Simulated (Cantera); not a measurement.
Charge: 1 mol Si, 0.022 mol O2, 540 mol H2, at 1873 K.

Cantera equilibrium calculation (NASA polynomials, part measured and part estimated; ideal gas, pure solids and liquids). Candidate condensed phases: H2O, Si, SiO2; 18 gas species. Gases not in the tables: Si2H6 and higher silanes. Equilibrium is a limit: real reactors are often held back by kinetics, nucleation or transport.

Task: What share of the Si ends up in condensed phases as a function of P (Pa), at 0.100, 0.750, 5.60, 42, 320, 2400, 18000, 130000, 1000000?

Result: 
```json
[
 {"P (Pa)": "0.100", "Si condensed (%)": "0.0", "as": "-"},
 {"P (Pa)": "0.750", "Si condensed (%)": "0.0", "as": "-"},
 {"P (Pa)": "5.60", "Si condensed (%)": "0.0", "as": "-"},
 {"P (Pa)": "42", "Si condensed (%)": "0.0", "as": "-"},
 {"P (Pa)": "320", "Si condensed (%)": "0.0", "as": "-"},
 {"P (Pa)": "2400", "Si condensed (%)": "69.8", "as": "Si(l)"},
 {"P (Pa)": "18000", "Si condensed (%)": "89.2", "as": "Si(l)"},
 {"P (Pa)": "130000", "Si condensed (%)": "92.1", "as": "Si(l)"},
 {"P (Pa)": "1000000", "Si condensed (%)": "92.2", "as": "Si(l)"}
]
```
